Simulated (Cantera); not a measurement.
Cantera run, input and output.

```python
import numpy as np
import cantera as ct

gas = ct.Solution("h2o2.yaml")
gas.TPX = 550, 230000, {'H2': 1, 'O2': 0.333, 'N2': 1.37, 'H2O': 0.0096}
flame = ct.FreeFlame(gas, width=0.022)
flame.set_refine_criteria(ratio=3, slope=0.08, curve=0.16)
flame.transport_model = "mixture-averaged"
flame.solve(loglevel=0, auto=True)
z, T = flame.grid, flame.T
thick = (T[-1] - T[0]) / np.gradient(T, z).max()
show = ['H2', 'O2', 'HO2', 'H2O2', 'H2O', 'OH']
print(f"laminar burning velocity  {flame.velocity[0] * 100:.3f} cm/s")
print(f"burnt temperature         {T[-1]:.1f} K")
print(f"thermal thickness         {thick * 1e3:.4f} mm")
print(f"grid points               {len(z)}")
z0 = z[flame.heat_release_rate.argmax()]
print(f"{'z/mm':>9s}{'T/K':>9s}{'u/(m/s)':>9s}" + "".join(f"{s:>11s}" for s in show))
rows = []
for k in (-3, -2, -1.5, -1, -0.5, -0.25, 0, 0.25, 0.5, 1, 2, 4, 8):
    zz = z0 + k * thick
    rows.append([k * thick, np.interp(zz, z, T), np.interp(zz, z, flame.velocity),
                 *(np.interp(zz, z, flame.X[gas.species_index(s)]) for s in show)])
    print(f"{rows[-1][0] * 1e3:9.3f}{rows[-1][1]:9.1f}{rows[-1][2]:9.3f}" + "".join(f"{x:11.3e}" for x in rows[-1][3:]))
```

Output:

```
laminar burning velocity  743.551 cm/s
burnt temperature         2357.6 K
thermal thickness         0.1479 mm
grid points               113
     z/mm      T/K  u/(m/s)         H2         O2        HO2       H2O2        H2O         OH
   -0.444    550.0    7.436  3.686e-01  1.228e-01  1.541e-12  7.319e-15  3.539e-03  3.363e-16
   -0.296    550.0    7.435  3.686e-01  1.228e-01  4.341e-10  2.183e-12  3.539e-03  1.428e-13
   -0.222    550.0    7.435  3.686e-01  1.228e-01  9.324e-09  4.835e-11  3.539e-03  3.295e-12
   -0.148    550.1    7.436  3.685e-01  1.228e-01  6.048e-07  3.417e-09  3.541e-03  2.793e-10
   -0.074    577.8    7.746  3.621e-01  1.232e-01  3.690e-04  8.175e-06  4.590e-03  6.257e-05
   -0.037    843.7   10.994  3.246e-01  1.163e-01  3.727e-04  3.753e-05  2.763e-02  1.008e-03
    0.000   1281.8   16.201  2.349e-01  8.104e-02  1.560e-04  8.237e-06  1.061e-01  2.883e-03
    0.037   1587.9   19.833  1.517e-01  3.105e-02  5.520e-05  2.893e-06  1.996e-01  6.530e-03
    0.074   1736.0   21.542  1.228e-01  1.078e-02  1.834e-05  1.742e-06  2.381e-01  8.499e-03
    0.148   1876.8   23.093  1.180e-01  3.800e-03  6.213e-06  9.737e-07  2.536e-01  9.566e-03
    0.296   2011.2   24.516  1.226e-01  2.233e-03  3.493e-06  5.219e-07  2.607e-01  9.259e-03
    0.592   2132.7   25.766  1.270e-01  1.224e-03  1.904e-06  2.815e-07  2.676e-01  7.901e-03
    1.183   2225.9   26.697  1.304e-01  5.835e-04  9.378e-07  1.567e-07  2.735e-01  5.995e-03
```

Cantera simulation using the H2/O2 subset of GRI-Mech 3.0, which has no nitrogen chemistry; the numbers are that mechanism's predictions, not measurements. The hydrogen kinetics of GRI-Mech 3.0 are dated; newer H2 mechanisms differ, most at raised pressure. Burning velocities carry a grid error of a few per cent, more on coarse grids.
